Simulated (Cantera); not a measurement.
An isothermal, constant-pressure homogeneous reactor starts with NO : N₂ = 1 : 16 (molar parts), at 1825 K and 0.133 bar.

Computed with Cantera and GRI-Mech 3.0 (53 species, 325 reactions).

**Question.** Predict: x(NO) at 10.0 s; x(O₂) at 10.0 s; x(N₂) at 10.0 s; x(O) at 10.0 s; x(NO₂) at 10.0 s; x(N₂O) at 10.0 s.

**Answer.** 
```
Item                                                Value
----------------  ---------------------------------------
x(NO) at 10.0 s    0.0547 (gas-phase equilibrium 0.00185)
x(O₂) at 10.0 s    0.00202 (gas-phase equilibrium 0.0284)
x(N₂) at 10.0 s       0.943 (gas-phase equilibrium 0.970)
x(O) at 10.0 s    2.26e-5 (gas-phase equilibrium 7.14e-5)
x(NO₂) at 10.0 s  5.29e-6 (gas-phase equilibrium 5.92e-7)
x(N₂O) at 10.0 s  1.24e-6 (gas-phase equilibrium 4.30e-8)
```
